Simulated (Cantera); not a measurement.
Counterflow diffusion flame

A counterflow diffusion flame at 1.01 bar, nozzles 20 mm apart: fuel side 64.5 % CH4, 35.5 % CO at 600 K, oxidiser side 28.0 % O2, 72.0 % N2 at 450 K, fuel mass flux 0.72 times the oxidiser's; mixture-averaged transport, no radiation.

Model: GRI-Mech 3.0 (53 species, 325 reactions), integrated in Cantera. GRI-Mech 3.0 has no aromatics or soot, which form on the fuel side of real flames. The maximum strain rate includes the flame's own expansion and is several times the mean.

| oxidiser flux (kg/m²/s) | max strain (1/s) | mean strain (1/s) | T max (K) | peak x OH | peak x H | peak x NO | peak x CO | peak x C2H2 |
|---|---|---|---|---|---|---|---|---|
| 0.25 | 189 | 37.7 | 2383 | 0.0146 | 0.00636 | 0.000649 | 0.355 | 0.0190 |
| 0.37 | 266 | 55.8 | 2353 | 0.0147 | 0.00676 | 0.000552 | 0.355 | 0.0183 |
| 0.54 | 372 | 81.4 | 2328 | 0.0147 | 0.00713 | 0.000480 | 0.355 | 0.0176 |
| 0.79 | 524 | 119 | 2308 | 0.0145 | 0.00749 | 0.000422 | 0.355 | 0.0168 |
| 1.2 | 766 | 181 | 2289 | 0.0144 | 0.00793 | 0.000367 | 0.355 | 0.0160 |
| 1.7 | 1050 | 256 | 2273 | 0.0142 | 0.00826 | 0.000323 | 0.355 | 0.0153 |
| 2.5 | 1510 | 377 | 2252 | 0.0138 | 0.00854 | 0.000271 | 0.355 | 0.0143 |
x: mole fraction; the columns are a selection and need not sum to one.
